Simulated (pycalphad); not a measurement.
**Phase fractions of Si-36.85C (at.%)**

All values are pycalphad results on the COST 507 light-alloy database (1999) (1 atm), not direct measurements. No gas phase is included, though pure Si would boil below 3027 °C. The data set is of 1999 and partly superseded. Amounts are mole fractions of atoms. Kinetics are ignored, which matters at the lower temperatures.

```tsv
T (°C)	LIQUID	GRAPHITE	CSI	DIAMOND_A4
3027	0.835	0.165	-	-
2927	0.797	0.203	-	-
2827	0.765	0.235	-	-
2727	0.342	-	0.658	-
2627	0.310	-	0.690	-
2527	0.292	-	0.708	-
2427	0.281	-	0.719	-
2327	0.274	-	0.726	-
2227	0.269	-	0.731	-
2127	0.267	-	0.733	-
2027	0.265	-	0.735	-
1927	0.264	-	0.736	-
1827	0.264	-	0.736	-
1727	0.263	-	0.737	-
1627	0.263	-	0.737	-
1527	0.263	-	0.737	-
1427	0.263	-	0.737	-
1327	-	-	0.737	0.263
1227	-	-	0.737	0.263
1127	-	-	0.737	0.263
1027	-	-	0.737	0.263
927	-	-	0.737	0.263
827	-	-	0.737	0.263
727	-	-	0.737	0.263
627	-	-	0.737	0.263
527	-	-	0.737	0.263
427	-	-	0.737	0.263
327	-	-	0.737	0.263
227	-	-	0.737	0.263
```

Database names, with the compositions (at.%) that they take in these runs: CSI: Si 50 C 50. DIAMOND_A4 is diamond (Si).
